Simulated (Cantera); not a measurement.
What does this Cantera script print?

```python
import numpy as np
import cantera as ct

gas = ct.Solution("h2o2.yaml")
gas.TPX = 498, 100000, {'H2': 1, 'O2': 0.217, 'N2': 0.587, 'H2O': 0.22}
flame = ct.FreeFlame(gas, width=0.04)
flame.set_refine_criteria(ratio=3, slope=0.08, curve=0.16)
flame.transport_model = "mixture-averaged"
flame.solve(loglevel=0, auto=True)
z, T = flame.grid, flame.T
thick = (T[-1] - T[0]) / np.gradient(T, z).max()
show = ['H2', 'O2', 'H2O', 'OH', 'H2O2', 'H']
print(f"laminar burning velocity  {flame.velocity[0] * 100:.3f} cm/s")
print(f"burnt temperature         {T[-1]:.1f} K")
print(f"thermal thickness         {thick * 1e3:.4f} mm")
print(f"grid points               {len(z)}")
z0 = z[flame.heat_release_rate.argmax()]
print(f"{'z/mm':>9s}{'T/K':>9s}{'u/(m/s)':>9s}" + "".join(f"{s:>11s}" for s in show))
rows = []
for k in (-3, -2, -1.5, -1, -0.5, -0.25, 0, 0.25, 0.5, 1, 2, 4, 8):
    zz = z0 + k * thick
    rows.append([k * thick, np.interp(zz, z, T), np.interp(zz, z, flame.velocity),
                 *(np.interp(zz, z, flame.X[gas.species_index(s)]) for s in show)])
    print(f"{rows[-1][0] * 1e3:9.3f}{rows[-1][1]:9.1f}{rows[-1][2]:9.3f}" + "".join(f"{x:11.3e}" for x in rows[-1][3:]))
```

Result:

```
laminar burning velocity  639.797 cm/s
burnt temperature         2064.9 K
thermal thickness         0.3710 mm
grid points               120
     z/mm      T/K  u/(m/s)         H2         O2        H2O         OH       H2O2          H
   -1.113    498.0    6.398  4.941e-01  1.072e-01  1.087e-01  4.039e-16  9.197e-15  6.007e-16
   -0.742    498.0    6.398  4.941e-01  1.072e-01  1.087e-01  6.185e-14  1.212e-12  9.663e-14
   -0.556    498.0    6.398  4.941e-01  1.072e-01  1.087e-01  1.288e-12  2.816e-11  2.482e-12
   -0.371    498.1    6.399  4.940e-01  1.072e-01  1.087e-01  1.466e-10  4.054e-09  1.781e-09
   -0.185    525.2    6.694  4.889e-01  1.076e-01  1.106e-01  3.711e-05  8.023e-06  7.262e-05
   -0.093    767.1    9.517  4.586e-01  1.013e-01  1.341e-01  6.596e-04  2.988e-05  4.594e-03
    0.000   1146.4   13.838  3.876e-01  7.432e-02  1.989e-01  1.277e-03  4.988e-06  2.858e-02
    0.093   1414.2   16.932  3.113e-01  3.083e-02  2.837e-01  2.751e-03  1.332e-06  5.848e-02
    0.185   1543.2   18.415  2.785e-01  8.677e-03  3.270e-01  3.362e-03  8.276e-07  6.894e-02
    0.371   1653.3   19.612  2.730e-01  9.084e-04  3.441e-01  3.681e-03  5.171e-07  6.353e-02
    0.742   1754.6   20.660  2.811e-01  2.914e-04  3.481e-01  3.659e-03  3.111e-07  5.001e-02
    1.484   1851.0   21.632  2.898e-01  1.663e-04  3.516e-01  3.235e-03  1.641e-07  3.610e-02
    2.968   1931.8   22.427  2.972e-01  8.119e-05  3.550e-01  2.524e-03  7.931e-08  2.416e-02
```

Detailed kinetics in Cantera: the H2/O2 subset of GRI-Mech 3.0, which has no nitrogen chemistry. Burning velocities carry a grid error of a few per cent, more on coarse grids.
